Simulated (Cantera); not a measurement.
## Ignition delay

Mixture: CH₄ : O₂ : N₂ : CO₂ = 1 : 2.15 : 8.09 : 0.49 (molar parts), equivalence ratio 0.93, at 17.8 atm, adiabatic and at constant pressure. Ignition delay is the time to a rise of 400 K.

Detailed kinetics in Cantera: GRI-Mech 3.0 (53 species, 325 reactions). The pressure lies above the range GRI-Mech 3.0 was tuned for (to about 10 atm).

| T0 (K) | delay (ms) |
|---|---|
| 1173 | 3.49 |
| 1223 | 1.91 |
| 1273 | 1.08 |
| 1323 | 0.636 |
| 1373 | 0.382 |
| 1423 | 0.235 |
| 1473 | 0.147 |

```yaml
apparent activation energy between 1373 and 1473 K: 160 kJ/mol
```
